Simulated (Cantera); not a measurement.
# Thermodynamics of aluminium nitride and oxide growth, feed AlI3 + O2 + N2

Input: 1 mol AlI3, 0.27 mol O2, 77 mol N2, at 3.53 Torr.

Equilibrium computed with Cantera from the NASA thermochemical tables; the gas is ideal and each condensed phase is pure. Candidate condensed phases: Al, AlI3, AlN, Al2O3, I2; 21 gas species. Mutual solubility and eutectic melting of coexisting phases are not modelled. Equilibrium is a limit: real reactors are often held back by kinetics, nucleation or transport.

From 698 K to 1498 K the condensed part is AlN(s) + Al2O3(s). The main Al-bearing gas is AlI3 at 698 K and AlI at 1498 K.

| T (K) | log p N2 | log p I | log p I2 | log p AlI3 | log p AlI | n AlN(s) | n Al2O3(s) |
|---|---|---|---|---|---|---|---|
| 698 | -2.34 | -5.15 | -4.33 | -4.58 | <-14 | 0.202 | 0.180 |
| 798 | -2.34 | -4.52 | -4.49 | -4.55 | -14.29 | 0.165 | 0.180 |
| 898 | -2.34 | -4.08 | -4.74 | -4.70 | -11.86 | 0.304 | 0.180 |
| 998 | -2.34 | -3.85 | -5.16 | -5.15 | -10.04 | 0.522 | 0.180 |
| 1098 | -2.34 | -3.77 | -5.75 | -5.89 | -8.67 | 0.618 | 0.180 |
| 1198 | -2.34 | -3.76 | -6.33 | -6.66 | -7.59 | 0.636 | 0.180 |
| 1298 | -2.34 | -3.75 | -6.85 | -7.34 | -6.69 | 0.636 | 0.180 |
| 1398 | -2.34 | -3.76 | -7.30 | -7.94 | -5.92 | 0.620 | 0.180 |
| 1498 | -2.34 | -3.77 | -7.70 | -8.49 | -5.27 | 0.550 | 0.180 |
log p: log10 of the partial pressure in bar; n: condensed amount in mol.
